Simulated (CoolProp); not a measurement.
The fluid at 293.15 K and 0.0911 MPa expands adiabatically to 0.00685 MPa with isentropic efficiency 0.8. The same conditions are run with several fluids, on thermodynamics alone (safety and materials aside).

Computed with CoolProp (reference Helmholtz-energy equation of state of each fluid (cis-2-butene: Lemmon 2005; nitrogen: Span 2000; propane: Lemmon 2009; R134a: Tillner-Roth 1994)).

Q: Rank cis-2-butene, nitrogen, propane, R134a by work (kJ/kg), highest first.

A: nitrogen (127), propane (96.9), cis-2-butene (76.7), R134a (42.8)

```csv
fluid,final temperature (K),final density (kg/m³)
cis-2-butene,231.7,0.201
nitrogen,170.5,0.135
propane,227.1,0.160
R134a,235.8,0.358
```
